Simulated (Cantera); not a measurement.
Input: 1 mol SiH4, 0.26 mol N2, 3.4 mol H2.

Cantera equilibrium calculation (NASA polynomials, part measured and part estimated; ideal gas, pure solids and liquids). Candidate condensed phases: Si, Si3N4; 18 gas species. N2 is the only nitrogen source here; it is nearly inert below about 1500 K, so the nitride shown seldom forms there in practice. Mutual solubility and eutectic melting of coexisting phases are not modelled. The numbers say what is thermodynamically allowed, not how fast it happens.

Question: What condenses at these points (T in °C, P in Pa): (1400, 100000); (1700, 2400); (1300, 210); (1200, 2400); (1400, 8400); (1800, 17)?

Answer: 
| T (°C) | P in Pa | condensed phases | Si condensed (%) |
|---|---|---|---|
| 1400 | 100000 | Si + Si3N4 | 100.0 |
| 1700 | 2400 | Si | 99.1 |
| 1300 | 210 | Si | 100.0 |
| 1200 | 2400 | Si + Si3N4 | 100.0 |
| 1400 | 8400 | Si + Si3N4 | 100.0 |
| 1800 | 17 | gas only | 0.0 |
